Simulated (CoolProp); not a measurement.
A Linde-Hampson liquefier for carbon monoxide: isothermal reversible compression at 300 K from 1 atm to 30 MPa, throttling to 1 atm, return gas leaving the recuperator 0 K below the feed. Each further row changes one setting.

Values from CoolProp's reference Helmholtz-energy equation of state, Lemmon 2006. It is a short technical equation, of lower accuracy than the large ones.

```csv
case,liquid yield per pass,compression work (kJ/kg of gas)
as stated,0.101,509
high pressure 60 MPa,0.093,588
warm-end temperature 330 K,0.075,564
warm-end gap 5 K,0.091,509
```
